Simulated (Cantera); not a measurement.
Cantera with NASA thermochemical tables; ideal gases at 1 bar, condensed phases pure. Values are per mole of reaction as written; species without (g) are pure solids or liquids, kept so even where they would boil at 1 bar.

**Question.** Between 300 and 1950 K, where is each reaction favourable under standard conditions?
- 2 Cs(g) + 2 HCl(g) ⇌ H2(g) + 2 CsCl

**Answer.** 
- 2 Cs(g) + 2 HCl(g) ⇌ H2(g) + 2 CsCl: ΔG° is -736 kJ at 300 K and -241 kJ at 1950 K; it stays negative (K > 1). ΔH° is -705 kJ and ΔS° -238 J/K at 1950 K.
